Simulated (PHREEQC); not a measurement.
Solution (60 °C): 21 mmol/kgw Cu(NO3)2 and 0.21 mmol/kgw NaCl. Closed to the air; pH follows from the charge balance.

All values are PHREEQC results (ion-association model, phreeqc.dat), not measurements.

Task: The ionic strength comes out as 0.0631 mol/kgw. What activity coefficients do Cu+2, NO3-, Cu2(OH)2+2, Na+, CuOH+ get?

Result: Cu+2 0.43, NO3- 0.78, Cu2(OH)2+2 0.40, Na+ 0.80, CuOH+ 0.79.

This is a speciation only: nothing precipitates in the calculation. Species that the database lacks are ignored. At this temperature some constants are extrapolated from 25 °C, and those without enthalpy data are left unchanged.
